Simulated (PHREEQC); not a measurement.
Make-up at 25 °C: 0.005 mol HF, 4.55e-05 mol NaF and 0.00093 mol H2SiF6 per kg of water. Closed to the air; pH follows from the charge balance.

Computed with PHREEQC (ion-association model, phreeqc.dat).

Precipitation was switched off in this run.

Question: Order these F species by the share of F that they hold, largest first: SiF6-2, HF, HF2-, F-.

Answer: SiF6-2 (52 %), HF (38 %), F- (10.0 %), HF2- (0.31 %)

The pH is 2.57 and the ionic strength 0.00384 mol/kgw. SiF6-2 is the database's only silicon fluoride.
